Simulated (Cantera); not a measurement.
Charge: 1 mol MgO, 1.7 mol SiCl₄, 0.15 mol O₂, equilibrated at 998 K and 1.00 mbar.

Cantera equilibrium calculation (NASA polynomials, part measured and part estimated; ideal gas, pure solids and liquids). Candidate condensed phases: Mg, MgCl₂, MgO, MgSiO₃, Mg₂SiO₄, Si, SiO₂; 20 gas species. Condensed phases not in the tables: alloys, solid solutions and most ternary compounds. Equilibrium is a limit: real reactors are often held back by kinetics, nucleation or transport.

Base state: SiCl₄ 0.635, MgCl₂ 0.182, Cl₂ 0.179, Cl 0.00504 (mole fractions); condensed: MgCl₂(l) + SiO₂(β-quartz).

**Question.** What changes in the equilibrium state with this change: O₂ from 0.15 to 0.077 mol?

**Answer.** 
```tsv
species	before	after
SiCl₄	0.635	0.718
MgCl₂	0.182	0.182
Cl₂	0.179	0.0966
Cl	0.00504	0.00371
MgCl₂(l), mol	0.699	0.716
SiO₂(β-quartz), mol	0.650	0.577
```
